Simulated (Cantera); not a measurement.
Feed: 1 mol c-C4F8, 0.18 mol HCl, 3.2 mol H2, at 2000 K and 16.0 Pa.

These are equilibrium values from Cantera (NASA tables, ideal gas, pure condensed phases), not measurements of a reactor. The feed counts by its element totals alone. Equilibrium is a limit: real reactors are often held back by kinetics, nucleation or transport.

| species | before | after |
|---|---|---|
| HF | 0.825 | 0.914 |
| CF4 | 0.000683 | 0.0414 |
| Cl | 0.0225 | 0.0232 |
| F | 0.128 | 0.00658 |
| CF2 | 0.0230 | 0.0125 |
| CClF3 | 2.35e-8 | 2.86e-5 |
| Cl2 | 1.49e-7 | 3.25e-5 |
| HCl | 7.97e-5 | 0.00177 |
| CF | 0.000596 | 3.06e-5 |
| ClF | 1.55e-6 | 1.69e-5 |
| H | 4.37e-5 | 4.57e-6 |
| C(graphite), mol | 3.81 | 3.61 |
Gas species are given as mole fractions.

Task: Name the change that produced these shifts.
A) pressure from 16.0 Pa to 33.0 mbar
B) H2 from 3.2 to 1.1 mol
C) c-C4F8 replaced by CHF3
D) temperature from 2000 K to 973.15 K

Result: A, pressure from 16.0 Pa to 33.0 mbar. Gases not in the tables: C2F6 and larger saturated fluorocarbons
